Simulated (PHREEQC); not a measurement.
Solution (20 °C): 0.022 mol KOH, 7.9e-05 mol Na2SiO3 and 0.033 mol K2CO3 per kg of water. Closed to the air; pH follows from the charge balance.

Equilibrium calculation in PHREEQC: ion-association model, phreeqc.dat.

Problem. The ionic strength comes out as 0.121 mol/kgw. What activity coefficients do H2SiO4-2, OH-, K+, HCO3-, H3SiO4- get?

Solution. H2SiO4-2 0.37, OH- 0.75, K+ 0.75, HCO3- 0.78, H3SiO4- 0.76.

Precipitation was switched off in this run. Species that the database lacks are ignored.
